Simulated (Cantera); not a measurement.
Feed: 1 mol V, 0.62 mol O2, 9.7 mol H2, held at 2600 °C and 1.40 Pa.

Cantera equilibrium calculation (NASA polynomials, part measured and part estimated; ideal gas, pure solids and liquids). Candidate condensed phases: H2O, V, VO, V2O3, V2O4, V2O5; 12 gas species. The numbers say what is thermodynamically allowed, not how fast it happens.

Base state: H 0.898, O 0.0547, V 0.0437, VO 0.00267, H2 0.00102, OH 9.99e-5, VO2 3.32e-5 (mole fractions); condensed: gas only.

Question: What changes in the equilibrium state with this change: temperature from 2600 °C to 1950 °C?

Answer: 
| species | before | after |
|---|---|---|
| H | 0.898 | 0.748 |
| H2 | 0.00102 | 0.191 |
| VO | 0.00267 | 0.0330 |
| O | 0.0547 | 0.00134 |
| VO2 | 3.32e-5 | 0.0183 |
| V | 0.0437 | 0.00705 |
| H2O | 3.80e-7 | 0.000869 |
| OH | 9.99e-5 | 0.000493 |
